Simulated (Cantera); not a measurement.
Input (Python, Cantera) and output of one run.

```python
import numpy as np
import cantera as ct

gas_names = """
    CL CL2 H HCL H2 Si SiCL SiCL2 SiCL3 SiCL4 SiH SiHCL3 SiH2 SiH2CL2 SiH3 SiH3CL SiH4 Si2 Si3
""".split()
cond_names = """
    Si(cr) Si(L)
""".split()


# ... load() reads the species with a 1 bar reference pressure and builds the phases ...
atoms = {
    'SiCl4': {'Si': 1, 'CL': 4},
    'HCl': {'H': 1, 'CL': 1},
    'H2': {'H': 2},
}
top_T = {}  # K; cautious upper limits of use, not melting points


# ... equilibrate(T, P, feed) seeds the gas with the atoms and calls Mixture.equilibrate('TP', solver="vcs", rtol=1e-11, max_steps=5000) ...
results = []
feed = {'SiCl4': 1, 'HCl': 0.18, 'H2': 140}  # mol
P = 1333.22  # Pa
for T in [873, 923, 973, 1023, 1073, 1123, 1173, 1223, 1273, 1323, 1373, 1423]:
    mix = equilibrate(T, P, feed)
    results.append((T, P, feed, dict(zip(mix.species_names, mix.species_moles))))

top = {s: max(r[3][s] / sum(r[3][g] for g in gas_names) for r in results) for s in gas_names}
cols = sorted((s for s in top if top[s] > 1e-06), key=lambda s: -top[s])[:6]
seen = [c for c in cond_names if any(r[3].get(c, 0) > 1e-12 for r in results)]
print("log10 of partial pressures in bar; condensed amounts in mol")
print(f"{'T/K':>10s}" + "".join(f"{s[:9]:>10s}" for s in cols + seen))
for T, P, feed, n in results:
    ng = sum(n[g] for g in gas_names)
    print(f"{T:10.4g}" + "".join(f"{np.log10(max(n[s] / ng * P / 1e5, 1e-99)):10.3f}" for s in cols)
          + "".join(f"{n.get(c, 0):10.4g}" for c in seen))
```

It prints:

```
log10 of partial pressures in bar; condensed amounts in mol
       T/K        H2       HCL     SiCL4    SiHCL3     SiCL2     SiCL3    Si(cr)
       873    -1.880    -4.198    -4.214    -4.565    -6.413    -6.198   0.04095
       923    -1.881    -3.985    -4.278    -4.622    -5.932    -5.907    0.1508
       973    -1.882    -3.807    -4.384    -4.710    -5.525    -5.683    0.2908
      1023    -1.884    -3.665    -4.555    -4.846    -5.197    -5.538    0.4456
      1073    -1.885    -3.565    -4.820    -5.052    -4.955    -5.489    0.5853
      1123    -1.886    -3.506    -5.192    -5.338    -4.801    -5.543    0.6792
      1173    -1.887    -3.480    -5.640    -5.680    -4.716    -5.675    0.7229
      1223    -1.887    -3.470    -6.112    -6.039    -4.668    -5.840    0.7357
      1273    -1.887    -3.468    -6.571    -6.388    -4.636    -6.012     0.735
      1323    -1.887    -3.468    -7.004    -6.718    -4.613    -6.177    0.7291
      1373    -1.887    -3.470    -7.410    -7.026    -4.593    -6.334    0.7212
      1423    -1.887    -3.471    -7.788    -7.314    -4.577    -6.481    0.7128
```

Cantera equilibrium calculation (NASA polynomials, part measured and part estimated; ideal gas, pure solids and liquids). The tables' values for SiCl3 are old estimates; treat these amounts as uncertain.
